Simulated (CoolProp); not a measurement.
Values from CoolProp's reference Helmholtz-energy equation of state, Eisenbach 2021.

Task: For propylene glycol, give the phase and the cv (kJ/(kg K)), speed of sound (m/s) at 620 K and 2.36 bar.

Result: 
- 620 K and 2.36 bar: gas; cv 2.89, speed of sound 262
